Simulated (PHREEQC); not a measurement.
Make-up at 25 °C: 0.0013 mol/kgw Cu(NO3)2 and 3.3e-05 mol/kgw H2SO4. Closed to the air; pH follows from the charge balance.

Model: ion-association model, phreeqc.dat, run in PHREEQC.

```tsv
quantity	before	after
pH	4.21	4.19
SO4-2 (mol/kgw)	2.85e-5	3.21e-5
HSO4- (mol/kgw)	1.40e-7	1.86e-7
```

What was changed between the two runs?
A. temperature from 25 to 5 °C
B. Cu(NO3)2 replaced by Mn(NO3)2 at the same molality
C. Cu(NO3)2 from 0.0013 to 0.00013 mol/kgw
D. diluted 5-fold with water
E. Cu(NO3)2 replaced by Ba(NO3)2 at the same molality

C, Cu(NO3)2 from 0.0013 to 0.00013 mol/kgw

This is a speciation only: nothing precipitates in the calculation.
